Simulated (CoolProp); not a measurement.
Saturation properties of R114 (Tc = 147.5 °C, pc = 3.352 MPa, ω = 0.252).

Computed with CoolProp (reference Helmholtz-energy equation of state, Platzer 1990). This equation is an older, rougher fit; its heat capacities, sound speeds and derivatives of the liquid may be far off and weren't checked against measurements.

```tsv
T (°C)	p (MPa)	vapour density (kg/m³)
8.25	0.1206	9.220
12.55	0.1409	10.67
16.85	0.1636	12.28
21.15	0.1891	14.09
25.35	0.2168	16.04
29.65	0.2483	18.25
33.95	0.2832	20.70
38.25	0.3216	23.40
42.45	0.3629	26.31
46.75	0.4091	29.57
51.05	0.4596	33.15
55.35	0.5147	37.09
59.55	0.5731	41.30
63.85	0.6378	46.01
```

It boils at 3.6 °C under 1 atm.
